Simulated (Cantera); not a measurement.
# Pyrogenic steam for wet oxidation

An isothermal, constant-pressure homogeneous reactor starts with 7.89 % H2, 6.58 % O2, 85.5 % N2, equivalence ratio 0.60, at 1275 K and 0.490 bar.

Cantera simulation using the H2/O2 subset of GRI-Mech 3.0, which has no nitrogen chemistry; the numbers are that mechanism's predictions, not measurements. The temperature is held fixed by assumption; the heat of reaction is taken as removed at once.

```tsv
t (s)	x H2	x O2	x H	x O	x H2O	x OH
0.000600	0.00300	0.0284	0.00378	0.00188	0.0761	0.00139
0.00107	0.00109	0.0276	0.000722	0.000615	0.0802	0.000785
0.00191	0.000322	0.0274	0.000105	0.000170	0.0816	0.000404
0.00341	9.03e-5	0.0274	1.52e-5	4.67e-5	0.0820	0.000211
0.00609	2.67e-5	0.0274	2.57e-6	1.43e-5	0.0821	0.000118
0.0109	8.87e-6	0.0274	5.34e-7	5.08e-6	0.0821	7.06e-5
0.0194	3.35e-6	0.0274	1.35e-7	2.06e-6	0.0822	4.51e-5
0.0346	1.42e-6	0.0274	4.02e-8	9.24e-7	0.0822	3.02e-5
0.0618	6.61e-7	0.0274	1.34e-8	4.48e-7	0.0822	2.10e-5
0.110	3.30e-7	0.0274	4.91e-9	2.30e-7	0.0822	1.50e-5
0.197	1.75e-7	0.0274	1.94e-9	1.24e-7	0.0822	1.10e-5
0.352	9.89e-8	0.0274	8.38e-10	7.01e-8	0.0822	8.30e-6
0.628	6.19e-8	0.0274	4.17e-10	4.34e-8	0.0822	6.53e-6
1.12	4.56e-8	0.0274	2.63e-10	3.13e-8	0.0822	5.54e-6
2.00	4.03e-8	0.0274	2.18e-10	2.72e-8	0.0822	5.17e-6
```
x: mole fraction; the columns are a selection and need not sum to one.

Equilibrium at this temperature and pressure: H2 3.94e-8, O2 0.0274, H 2.10e-10, O 2.66e-8, H2O 0.0822, OH 5.10e-6 (gas phase only).
